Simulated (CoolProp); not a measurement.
The numbers come from the reference Helmholtz-energy equation of state, Akasaka 2020 in CoolProp.

For R1123, give the phase and the cv (kJ/(kg K)), speed of sound (m/s) at 283.9 K and 0.12 MPa; 470.3 K and 0.0303 MPa.


- 283.9 K and 0.12 MPa: gas; cv 0.721, speed of sound 179
- 470.3 K and 0.0303 MPa: gas; cv 0.981, speed of sound 229
